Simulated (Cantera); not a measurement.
Mixture: CH₄ : O₂ : N₂ = 1 : 1.11 : 7.11 (molar parts), equivalence ratio 1.8, at 1.28 atm, adiabatic and at constant volume. Ignition delay is the time to a rise of 400 K.

Detailed kinetics in Cantera: GRI-Mech 3.0 (53 species, 325 reactions).

**Question.** What does this change do: 0.71 parts H2 added?

**Answer.** 
```
quantity                                                before       after
--------------------------------------------------  ----------  ----------
delay at 1300 K                                        20.5 ms     1.26 ms
delay at 1450 K                                        3.25 ms    0.406 ms
delay at 1600 K                                       0.660 ms    0.156 ms
delay at 1750 K                                       0.184 ms     70.1 µs
apparent activation energy between 1675 and 1825 K  190 kJ/mol  120 kJ/mol
```

**Question.** What does this change do: N2 7.11 to 14 parts?

**Answer.** 
```json
[
 {"quantity": "delay at 1300 K", "before": "20.5 ms", "after": "44.1 ms"},
 {"quantity": "delay at 1450 K", "before": "3.25 ms", "after": "6.54 ms"},
 {"quantity": "delay at 1600 K", "before": "0.660 ms", "after": "1.21 ms"},
 {"quantity": "delay at 1750 K", "before": "0.184 ms", "after": "0.313 ms"},
 {"quantity": "apparent activation energy between 1675 and 1825 K", "before": "190 kJ/mol", "after": "200 kJ/mol"}
]
```

**Question.** What does this change do: CH4 1 to 0.45 parts?

**Answer.** 
| quantity | before | after |
|---|---|---|
| delay at 1300 K | 20.5 ms | 13.7 ms |
| delay at 1450 K | 3.25 ms | 2.27 ms |
| delay at 1600 K | 0.660 ms | 0.514 ms |
| delay at 1750 K | 0.184 ms | 0.161 ms |
| apparent activation energy between 1675 and 1825 K | 190 kJ/mol | 170 kJ/mol |
